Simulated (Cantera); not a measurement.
Charge: 1 mol SiCl₄, 0.8 mol Cl₂, a varied amount of H₂, equilibrated at 675 K and 3300 Torr.

Cantera equilibrium calculation (NASA polynomials, part measured and part estimated; ideal gas, pure solids and liquids). Candidate condensed phases: Si; 19 gas species. Equilibrium is a limit: real reactors are often held back by kinetics, nucleation or transport.

Problem. At 14 mol H₂, list the 4 most abundant gas species with their mole fractions, and the condensed phases.

Solution. H₂ 0.835, HCl 0.101, SiCl₄ 0.0632, SiHCl₃ 6.84e-5. Condensed: gas only.
